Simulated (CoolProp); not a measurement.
The fluid at 293.15 K and 4.57 MPa flows at 22 m/s in a round tube of 2 mm bore and 0.25 µm roughness, fully developed (64/Re and Nu = 3.66 if laminar; Colebrook and Gnielinski if turbulent). The same conditions are run with several fluids, on thermodynamics alone (safety and materials aside).

The numbers come from the reference Helmholtz-energy equation of state of each fluid (R22: Kamei 1995; R227EA: Lemmon 2016; c-C4F8 (RC318): Platzer 1990; water: Wagner 2002; R236FA: Pan 2012) in CoolProp. The equations of Platzer and Polt are older, rougher fits.

Task: Rank R22, R227EA, c-C4F8 (RC318), water, R236FA by Reynolds number, highest first.

Result: R22 (375000), R227EA (225000), R236FA (187000), c-C4F8 (RC318) (157000), water (44000)

| fluid | Darcy friction factor | pressure drop (Pa/m) | heat-transfer coefficient (W/(m² K)) | mass flow (kg/h) |
|---|---|---|---|---|
| R22 | 0.0152 | 2260000 | 47100 | 306 |
| R227EA | 0.0163 | 2830000 | 34500 | 357 |
| c-C4F8 (RC318) | 0.0172 | 3220000 | 31200 | 384 |
| water | 0.0219 | 2650000 | 89200 | 249 |
| R236FA | 0.0168 | 2830000 | 35900 | 347 |

Transport values come from each fluid's own correlations; those of R22, R227EA, c-C4F8 (RC318), R236FA are estimates that may be off by 10 % or more.
